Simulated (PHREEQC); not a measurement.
1 kg of water holding 140 mmol/kgw Na2SO4 and 11 mmol/kgw NaOH is evaporated at 30 °C; the solids stay in contact with the brine. No CO2 enters from the air. Solids allowed: Mirabilite, Thenardite. Others were left out.

The series has 23 steps of water left (kg), from 1 to 0.008255.

The numbers come from PHREEQC with the Pitzer model, pitzer.dat.

Question: Which solids form, in which order, and at which step of the series does each first stand?

Answer: Mirabilite from water left = 0.03557 kg (pH 13.14); Thenardite from water left = 0.008255 kg (pH 13.89).
